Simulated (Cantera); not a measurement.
A closed system holds: 1 mol CCl₄, 0.35 mol F₂, at 1150 K and 2.40e-5 bar.

Equilibrium computed with Cantera from the NASA thermochemical tables; the gas is ideal and each condensed phase is pure. Candidate condensed phases: C; 27 gas species. Gases not in the tables: C₂F₆ and larger saturated fluorocarbons. The numbers say what is thermodynamically allowed, not how fast it happens.

Base state: Cl₂ 0.529, Cl 0.407, CF₄ 0.0633, CClF₃ 0.00104, CCl₂F₂ 1.85e-5 (mole fractions); condensed: C(graphite).

Task: What changes in the equilibrium state with this change: 0.6 mol HCl added?

Result: 
```
species            before     after
----------------  -------  --------
Cl₂                 0.529     0.439
Cl                  0.407     0.371
HF                      0     0.117
HCl                     0    0.0526
CF₄                0.0633    0.0199
CClF₃             0.00104  0.000399
CCl₂F₂            1.85e-5   8.62e-6
C(graphite), mol    0.824     0.928
```
Further candidate phases: C₆H₆, C₇H₈, C₈H₁₈.
